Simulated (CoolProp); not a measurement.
Saturated liquid density (kg/m³) of CH2F2 (R32): the reference equation beside estimates from Tc = 351.3 K, pc = 5.783 MPa, ω = 0.277. Rackett uses Z = 0.29056 − 0.08775 ω.

Values from CoolProp's reference Helmholtz-energy equation of state, Tillner-Roth 1997.

```json
[
 {"T (K)": "165.4", "reference": "1358", "Rackett": "1166", "Redlich-Kwong": "1020", "Soave-Redlich-Kwong": "1041"},
 {"T (K)": "171.1", "reference": "1344", "Rackett": "1155", "Redlich-Kwong": "1011", "Soave-Redlich-Kwong": "1033"},
 {"T (K)": "176.8", "reference": "1330", "Rackett": "1143", "Redlich-Kwong": "1001", "Soave-Redlich-Kwong": "1024"},
 {"T (K)": "182.4", "reference": "1316", "Rackett": "1132", "Redlich-Kwong": "990.6", "Soave-Redlich-Kwong": "1016"},
 {"T (K)": "188.1", "reference": "1301", "Rackett": "___", "Redlich-Kwong": "980.0", "Soave-Redlich-Kwong": "1006"},
 {"T (K)": "193.8", "reference": "1287", "Rackett": "1108", "Redlich-Kwong": "969.1", "Soave-Redlich-Kwong": "996.9"},
 {"T (K)": "199.5", "reference": "1272", "Rackett": "1096", "Redlich-Kwong": "957.9", "Soave-Redlich-Kwong": "987.0"},
 {"T (K)": "205.1", "reference": "1257", "Rackett": "1084", "Redlich-Kwong": "946.5", "Soave-Redlich-Kwong": "976.9"},
 {"T (K)": "210.8", "reference": "1242", "Rackett": "1071", "Redlich-Kwong": "934.6", "Soave-Redlich-Kwong": "___"},
 {"T (K)": "216.5", "reference": "___", "Rackett": "1058", "Redlich-Kwong": "922.3", "Soave-Redlich-Kwong": "955.1"},
 {"T (K)": "222.1", "reference": "1211", "Rackett": "1046", "Redlich-Kwong": "909.9", "Soave-Redlich-Kwong": "943.8"},
 {"T (K)": "227.8", "reference": "1195", "Rackett": "1032", "Redlich-Kwong": "896.8", "Soave-Redlich-Kwong": "931.8"},
 {"T (K)": "233.5", "reference": "1179", "Rackett": "1019", "Redlich-Kwong": "883.3", "Soave-Redlich-Kwong": "919.3"}
]
```

Question: Fill in the missing entries.

Answer: 
- 188.1, Rackett: 1120
- 210.8, Soave-Redlich-Kwong: 966.2
- 216.5, reference: 1227

Absolute difference from the reference over all 13 rows, mean and median: Rackett 13.8 and 13.8 %, Redlich-Kwong 24.8 and 24.8 %, Soave-Redlich-Kwong 22.5 and 22.4 %.
